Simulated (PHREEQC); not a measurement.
Ultrapure water in contact with air or piping

Synthetic water in mmol/kgw, 25 °C, pH 5.5, pe -0.7: Na 0.00118; K 1.41e-06; Ca 0.00121; Mg 6.44e-05; Cl 0.000869; S(6) 0.000113; Alkalinity (meq/kgw) 0.00274; F 7.98e-07; B 4.54e-05.

Valence states are taken as typed.

Computed with PHREEQC (ion-association model, phreeqc.dat).

Precipitation was switched off in this run.

Problem. Estimate the ionic strength.

Solution. ionic strength 8.34e-6 mol/kgw.

Problem. In which forms is C present?

Solution. CO2 88 %, HCO3- 12 % of the C.

Species that the database lacks are ignored. Real BF4- forms and hydrolyses slowly; the run takes it at equilibrium.
